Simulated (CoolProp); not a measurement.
Vapour-liquid equilibrium of CH2F2 (R32) (1) + methanol (2) at -8.55 °C; x and y are mole fractions of (1).

The numbers come from the multi-fluid Helmholtz-energy mixture model, Tillner-Roth 1997 and de Reuck 1993; pair parameters Bell 2016 in CoolProp.

Problem. Give the bubble pressure and the first vapour's composition at x = 0.05, 0.2, 0.35. Is there an azeotrope?

Solution. x = 0.05: 1.091 bar, y = 0.979; x = 0.2: 3.311 bar, y = 0.993; x = 0.35: 4.360 bar, y = 0.995. No azeotrope shows between x = 0.05 and 0.95.

The pair parameters rest on a limited set of measurements; away from them the model extrapolates. With so large a gap from Raoult's law the liquid may split in two, which this calculation doesn't test in full.
